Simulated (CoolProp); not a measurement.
Vapour pressure (kPa) of methane: the reference equation beside estimates from Tc = -82.6 °C, pc = 4599 kPa, ω = 0.011. Clausius-Clapeyron is anchored at -126.85 °C with a constant enthalpy of vaporisation of 6.825 kJ/mol.

The numbers come from the reference Helmholtz-energy equation of state, Setzmann 1991 in CoolProp.

```json
[
 {"T (°C)": "-129.35", "reference": "776.5", "Lee-Kesler": "778.1", "Clausius-Clapeyron": "794.7", "van der Waals": "1338", "Soave-Redlich-Kwong": "782.3", "Peng-Robinson": "781.4"},
 {"T (°C)": "-126.85", "reference": "876.1", "Lee-Kesler": "877.9", "Clausius-Clapeyron": "876.1", "van der Waals": "1453", "Soave-Redlich-Kwong": "883.9", "Peng-Robinson": "881.8"},
 {"T (°C)": "-124.25", "reference": "989.1", "Lee-Kesler": "991.2", "Clausius-Clapeyron": "966.3", "van der Waals": "1580", "Soave-Redlich-Kwong": "999.2", "Peng-Robinson": "995.8"},
 {"T (°C)": "-121.75", "reference": "1107", "Lee-Kesler": "1109", "Clausius-Clapeyron": "1058", "van der Waals": "1707", "Soave-Redlich-Kwong": "1120", "Peng-Robinson": "1115"},
 {"T (°C)": "-119.15", "reference": "1241", "Lee-Kesler": "1243", "Clausius-Clapeyron": "1160", "van der Waals": "1847", "Soave-Redlich-Kwong": "1256", "Peng-Robinson": "1250"},
 {"T (°C)": "-116.65", "reference": "1380", "Lee-Kesler": "1381", "Clausius-Clapeyron": "1263", "van der Waals": "1988", "Soave-Redlich-Kwong": "1398", "Peng-Robinson": "1390"},
 {"T (°C)": "-114.15", "reference": "1529", "Lee-Kesler": "1531", "Clausius-Clapeyron": "1371", "van der Waals": "2136", "Soave-Redlich-Kwong": "1550", "Peng-Robinson": "1541"},
 {"T (°C)": "-111.55", "reference": "1697", "Lee-Kesler": "1698", "Clausius-Clapeyron": "1490", "van der Waals": "2296", "Soave-Redlich-Kwong": "1721", "Peng-Robinson": "1710"},
 {"T (°C)": "-109.05", "reference": "1870", "Lee-Kesler": "1871", "Clausius-Clapeyron": "1610", "van der Waals": "2457", "Soave-Redlich-Kwong": "1897", "Peng-Robinson": "1885"},
 {"T (°C)": "-106.45", "reference": "2063", "Lee-Kesler": "2063", "Clausius-Clapeyron": "1741", "van der Waals": "2632", "Soave-Redlich-Kwong": "2093", "Peng-Robinson": "2080"},
 {"T (°C)": "-103.95", "reference": "2262", "Lee-Kesler": "2262", "Clausius-Clapeyron": "1872", "van der Waals": "2808", "Soave-Redlich-Kwong": "2295", "Peng-Robinson": "2281"},
 {"T (°C)": "-101.35", "reference": "2483", "Lee-Kesler": "2482", "Clausius-Clapeyron": "2015", "van der Waals": "2997", "Soave-Redlich-Kwong": "2519", "Peng-Robinson": "2504"}
]
```

Absolute difference from the reference over all 12 rows, mean and median: Lee-Kesler 0.1 and 0.1 %, Clausius-Clapeyron 9.4 and 9.4 %, van der Waals 43.6 and 41.9 %, Soave-Redlich-Kwong 1.2 and 1.3 %, Peng-Robinson 0.7 and 0.7 %.
